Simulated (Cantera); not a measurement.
## Adiabatic ignition

An adiabatic, constant-pressure homogeneous reactor starts with CO : H2 : O2 : N2 = 1 : 0.084 : 1.02 : 3.85 (molar parts), equivalence ratio 0.53, at 1448 K and 1.09 atm.

Cantera simulation using GRI-Mech 3.0 (53 species, 325 reactions); the numbers are that mechanism's predictions, not measurements.

| t (s) | T (K) | x CO | x H2 | x O2 | x H2O | x O |
|---|---|---|---|---|---|---|
| 3.00e-6 | 1448 | 0.168 | 0.0141 | 0.171 | 2.37e-8 | 1.37e-7 |
| 7.33e-6 | 1448 | 0.168 | 0.0141 | 0.171 | 3.52e-7 | 6.70e-7 |
| 1.79e-5 | 1448 | 0.168 | 0.0141 | 0.171 | 1.67e-5 | 2.08e-5 |
| 4.38e-5 | 1491 | 0.154 | 0.00248 | 0.153 | 0.00772 | 0.0122 |
| 0.000107 | 1805 | 0.0894 | 0.000922 | 0.110 | 0.00650 | 0.0363 |
| 0.000262 | 2144 | 0.0616 | 0.000855 | 0.103 | 0.00843 | 0.0246 |
| 0.000641 | 2378 | 0.0442 | 0.000575 | 0.1000 | 0.0105 | 0.0132 |
| 0.00157 | 2526 | 0.0300 | 0.000370 | 0.0958 | 0.0118 | 0.00733 |
| 0.00383 | 2563 | 0.0255 | 0.000312 | 0.0929 | 0.0122 | 0.00582 |
| 0.00936 | 2558 | 0.0249 | 0.000308 | 0.0902 | 0.0123 | 0.00552 |
| 0.0229 | 2553 | 0.0246 | 0.000305 | 0.0882 | 0.0123 | 0.00533 |
| 0.0560 | 2552 | 0.0246 | 0.000304 | 0.0879 | 0.0123 | 0.00530 |
| 0.137 | 2552 | 0.0246 | 0.000304 | 0.0879 | 0.0123 | 0.00530 |
| 0.335 | 2552 | 0.0246 | 0.000304 | 0.0879 | 0.0123 | 0.00530 |
| 0.818 | 2552 | 0.0246 | 0.000304 | 0.0879 | 0.0123 | 0.00530 |
| 2.00 | 2552 | 0.0246 | 0.000304 | 0.0879 | 0.0123 | 0.00530 |
x: mole fraction; the columns are a selection and need not sum to one.

```
Property                                                              Result
---------------------------------  -----------------------------------------
time of steepest temperature rise                                    46.4 µs
temperature at 2.00 s                                                 2552 K
equilibrium temperature                                               2552 K
x(CO) at 2.00 s                        0.0246 (gas-phase equilibrium 0.0246)
x(H2) at 2.00 s                    0.000304 (gas-phase equilibrium 0.000304)
x(O2) at 2.00 s                        0.0879 (gas-phase equilibrium 0.0879)
```
